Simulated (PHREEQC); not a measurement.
A PHREEQC input (ion-association model, wateq4f.dat):

```
SOLUTION 1
  temp 20
  units mg/L
  pH 7.87
  pe 9.6
  Na 60.4
  K 131
  Ca 399
  Mg 46.3
  Cl 224 charge
  Li 0.1 charge
  S(6) 1000 as SO4
  Alkalinity 155 as HCO3
  Ni 1.45
END
USE solution 1
EQUILIBRIUM_PHASES 1
  Gypsum 0 0
  Quartz 0 0.5
  CO2(g) -3.4 10
END
```

It stops with these messages:

```
ERROR: Charge balance specified for more than one species.
ERROR: Program terminating due to input errors.
```

The fault: two constituents marked charge. The line should read `Cl 224` where the input has `Cl 224 charge / Li 0.1 charge`. With the mend the run ends at pH 8.43 and ionic strength 0.0391 mol/kgw.
